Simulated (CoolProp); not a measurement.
Normal hydrogen at 910.34 K and 0.369 MPa flows at 5.1 m/s in a round tube of 2 mm bore and 1.5 µm roughness, fully developed (64/Re and Nu = 3.66 if laminar; Colebrook and Gnielinski if turbulent). Each further row changes one setting.

The numbers come from the reference Helmholtz-energy equation of state, Leachman 2009 in CoolProp.

```
case               Reynolds number  Darcy friction factor  pressure drop (Pa/m)  heat-transfer coefficient (W/(m² K))  mass flow (kg/h)
-----------------  ---------------  ---------------------  --------------------  ------------------------------------  ----------------
as stated                      ___                   1.24                   ___                                   779               ___
velocity 10.2 m/s              103                  0.620                  1580                                   779            0.0113
diameter 4 mm                  103                  0.620                   ___                                   ___            0.0227
```

**Question.** What belongs in the gaps?

**Answer.** 
- as stated, Reynolds number: 51.6
- as stated, pressure drop (Pa/m): 791
- as stated, mass flow (kg/h): 0.00566
- diameter 4 mm, pressure drop (Pa/m): 198
- diameter 4 mm, heat-transfer coefficient (W/(m² K)): 390

Viscosity comes from a separate model (Muzny 2013). Thermal conductivity comes from a separate model (Assael 2011).
